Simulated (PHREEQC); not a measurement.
Nickel, zinc or cadmium bath: speciation

Consider water at 20 °C with 0.071 mol/kgw CdCl2 and 0.000104 mol/kgw NiCl2. Closed to the air; pH follows from the charge balance.

Equilibrium calculation in PHREEQC: ion-association model, wateq4f.dat.

No solid was allowed to form.

Task: Predict the pH, ionic strength.

Result: pH 5.48; ionic strength 0.0954 mol/kgw.

Task: In which forms is Cd present?

Result: CdCl+ 64 %, Cd+2 23 %, CdCl2 12 %, CdCl3- 0.6 % of the Cd.

Species that the database lacks are ignored.
